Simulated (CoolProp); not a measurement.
Vapour-liquid equilibrium of p-xylene (1) + n-undecane (2) at 119.95 °C; x and y are mole fractions of (1).

Model: multi-fluid Helmholtz-energy mixture model, Zhou 2012 and Aleksandrov 2011; pair parameters Bell 2016, in CoolProp.

```json
[
 {"x": "0.05", "bubble pressure (MPa)": "0.01233", "y at the bubble point": "0.230", "dew pressure at overall composition x (MPa)": "0.01040", "liquid density (mol/L)": "4.340"},
 {"x": "0.2", "bubble pressure (MPa)": "0.01954", "y at the bubble point": "0.587", "dew pressure at overall composition x (MPa)": "0.01197", "liquid density (mol/L)": "4.653"},
 {"x": "0.35", "bubble pressure (MPa)": "0.02692", "y at the bubble point": "0.755", "dew pressure at overall composition x (MPa)": "0.01408", "liquid density (mol/L)": "5.006"},
 {"x": "0.5", "bubble pressure (MPa)": "0.03444", "y at the bubble point": "0.852", "dew pressure at overall composition x (MPa)": "0.01710", "liquid density (mol/L)": "5.408"},
 {"x": "0.65", "bubble pressure (MPa)": "0.04211", "y at the bubble point": "0.915", "dew pressure at overall composition x (MPa)": "0.02176", "liquid density (mol/L)": "5.869"},
 {"x": "0.8", "bubble pressure (MPa)": "0.04989", "y at the bubble point": "0.959", "dew pressure at overall composition x (MPa)": "0.02993", "liquid density (mol/L)": "6.404"},
 {"x": "0.95", "bubble pressure (MPa)": "0.05773", "y at the bubble point": "0.991", "dew pressure at overall composition x (MPa)": "0.04802", "liquid density (mol/L)": "7.029"}
]
```

No azeotrope shows between x = 0.05 and 0.95.

Pair parameters are fitted to limited data, so mixtures are less certain than the pure fluids.
